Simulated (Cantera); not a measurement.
**Pyrogenic steam for wet oxidation**

An isothermal, constant-pressure homogeneous reactor starts with H₂ : O₂ : N₂ = 1.3 : 0.58 : 5.6 (molar parts), equivalence ratio 1.1, at 1200 K and 315 Torr.

Computed with Cantera and the H2/O2 subset of GRI-Mech 3.0, which has no nitrogen chemistry. The temperature is held fixed by assumption; the heat of reaction is taken as removed at once.

| t (s) | x H₂ | x O₂ | x H | x OH | x H₂O₂ |
|---|---|---|---|---|---|
| 2.00e-5 | 0.174 | 0.0775 | 1.69e-8 | 1.00e-9 | 3.58e-11 |
| 7.52e-5 | 0.174 | 0.0775 | 2.39e-6 | 1.46e-7 | 1.24e-9 |
| 0.000283 | 0.0289 | 0.0143 | 0.0503 | 0.00235 | 8.75e-7 |
| 0.00106 | 0.0194 | 0.00161 | 0.00922 | 0.000642 | 3.84e-7 |
| 0.00399 | 0.0194 | 9.80e-5 | 0.00227 | 0.000157 | 9.05e-8 |
| 0.0150 | 0.0200 | 5.62e-6 | 0.000573 | 3.84e-5 | 1.79e-8 |
| 0.0565 | 0.0202 | 3.74e-7 | 0.000149 | 9.91e-6 | 2.74e-9 |
| 0.212 | 0.0203 | 2.64e-8 | 3.95e-5 | 2.62e-6 | 2.87e-10 |
| 0.798 | 0.0203 | 1.89e-9 | 1.05e-5 | 6.95e-7 | 2.34e-11 |
| 3.00 | 0.0203 | 1.35e-10 | 2.80e-6 | 1.85e-7 | 1.73e-12 |
x: mole fraction; the columns are a selection and need not sum to one.

Equilibrium at this temperature and pressure: H₂ 0.0203, O₂ <1e-12, H 4.37e-8, OH 2.89e-9, H₂O₂ <1e-12 (gas phase only).
